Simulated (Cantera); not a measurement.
An isothermal, constant-pressure homogeneous reactor starts with 2.15 % CH4, 97.8 % H2, at 2375 K and 100.0 Torr.

Model: GRI-Mech 3.0 (53 species, 325 reactions), integrated in Cantera. GRI-Mech 3.0 stops at C3 and has no aromatics, soot or wall deposition, so with more carbon than oxygen in the feed, carbon stays in small species such as C2H2 where larger ones or solid carbon would form.

One state of this run: x CH4 = 2.93e-5; x H2 = 0.952; x CH2 = 1.33e-6; x CH3 = 2.15e-5; x C2H = 2.22e-5; x C2H4 = 1.51e-6; x H = 0.0380. x: mole fraction; the columns are a selection and need not sum to one.

Question: Which value of t (s) does it belong to?
A) 0.00639
B) 30.0
C) 4.00e-5
D) 0.000217

Answer: B, 30.0
